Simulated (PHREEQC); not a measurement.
1 kg of water holding 0.0048 mol/kgw MgCl2, 0.004 mol/kgw KCl, 0.36 mol/kgw NaCl, 0.18 mol/kgw CaCl2 and 0.13 mol/kgw SrCl2 is evaporated at 30 °C; the solids stay in contact with the brine. CO2 from the air is kept out. Only these solids could form: Bischofite, Brucite, Carnallite, Halite, Portlandite, Sylvite, MgCl2_4H2O.

The series has 15 steps of water left (kg), from 1 to 0.06418.

The numbers come from PHREEQC with the Pitzer model, pitzer.dat.

Question: Which solids form, in which order, and at which step of the series does each first stand?

Answer: Halite from water left = 0.1156 kg.
